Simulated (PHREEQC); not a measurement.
Acid mine or pickling water (model solution)

Synthetic water in mg/L, 75 °C, pH 2.78, pe 9.6:

```tsv
constituent	mg/L
Na	33.5
K	0.0397
Ca	304
Mg	28.8
Cl	224
S(6) as SO4	729
Cu(2)	12.8
Pb	3.66
```

Valence states are taken as typed.

Computed with PHREEQC (ion-association model, wateq4f.dat).

Each row changes one thing in this solution. No solid was allowed to form.

```tsv
case	ionic strength (mol/kgw)	Ca+2 (mol/kgw)	SO4-2 (mol/kgw)	CaSO4 (mol/kgw)	HSO4- (mol/kgw)	Mg+2 (mol/kgw)	SI of Anglesite (PbSO4)	SI of Gypsum (CaSO4:2H2O)
as made	0.0265	0.00578	0.00387	0.00177	0.00135	0.000683	-0.48	-0.51
temperature from 75 to 80 °C at the same typed pH	0.0263	[?]	[?]	0.00175	0.00149	0.000670	-0.52	-0.50
all concentrations times 4 at the same typed pH	0.0911	0.0201	0.0135	0.0101	0.00355	0.00212	+0.16	+0.26
Cl from 224 to 672 mg/L	0.0334	0.00590	0.00402	0.00165	0.00134	0.000707	-0.63	-0.54
```

Problem. Complete the blanks.

Solution. 
- temperature from 75 to 80 °C at the same typed pH, Ca+2 (mol/kgw): 0.00580
- temperature from 75 to 80 °C at the same typed pH, SO4-2 (mol/kgw): 0.00373

Some of these states are supersaturated (in Anglesite, Gypsum, for instance). Away from 25 °C the constants follow the database's enthalpies or fits; those with neither stay at their 25 °C values.
